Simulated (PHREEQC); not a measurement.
A column of 0.1 m (30 cells, dispersivity 0.008 m, 3600 s a shift, diffusion coefficient 3e-10 m²/s) holds 0.0058 eq of the database's cation exchanger X per kg of pore water, first in equilibrium with 17 mmol/kgw MnCl2, 40 mmol/kgw KCl and 0.01 mmol/kgw HCl. It is flushed with 0.0012 mol KBr, 0.00079 mol SrCl2 and 1e-05 mol HCl per kg of water, at 15 °C. Values are for the last cell. The system is closed to CO2. No solid was allowed to form.

Base run: PHREEQC, ion-association model, phreeqc.dat. Each further column changes one thing. The table gives Sr in solution (mol/kgw).

```csv
pore volumes,base,exchange capacity from 0.0058 to 0.0029 eq/kgw,dispersivity from 0.008 to 0.016 m
0,0,0,0
0.4833,7.96e-6,1.63e-5,3.59e-5
1.183,5.91e-5,0.000166,0.000140
1.883,1.85e-5,0.000118,8.99e-5
2.35,1.55e-5,0.000182,7.46e-5
2.817,2.46e-5,0.000374,8.56e-5
3.517,0.000102,0.000645,0.000165
4.217,0.000341,0.000748,0.000327
4.683,0.000514,0.000772,0.000447
5.15,0.000634,0.000782,0.000549
5.85,0.000727,0.000788,0.000654
6.55,0.000764,0.000789,0.000714
7.017,0.000776,0.000790,0.000739
```
